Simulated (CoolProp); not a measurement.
A closed Brayton cycle with carbon dioxide: compressor inlet 310.15 K and 7.6 MPa, high pressure 22.3 MPa, turbine inlet 835 K, compressor efficiency 0.89, turbine efficiency 0.9, recuperator effectiveness 0 (on enthalpy, no pinch check). Each further row changes one setting.

The numbers come from the reference Helmholtz-energy equation of state, Span 1996 in CoolProp.

| case | thermal efficiency (%) | net work (kJ/kg) | compressor to turbine work | compressor exit (K) | turbine exit (K) |
|---|---|---|---|---|---|
| as stated | 16.3 | 98.0 | 0.31 | 388.2 | 706.4 |
| turbine inlet 785 K | ? | 88.4 | 0.33 | 388.2 | 661.1 |
| compressor inlet 320.15 K | 15.9 | 88.5 | 0.38 | 409.9 | 706.4 |
| high pressure 19 MPa | 14.2 | 86.5 | 0.29 | 376.4 | ? |
| recuperator effectiveness 0.5 | ? | 98.0 | 0.31 | 388.2 | 706.4 |

**Question.** Some entries are withheld; supply them.

**Answer.** 
- turbine inlet 785 K, thermal efficiency (%): 16.4
- high pressure 19 MPa, turbine exit (K): 724.9
- recuperator effectiveness 0.5, thermal efficiency (%): 23.4
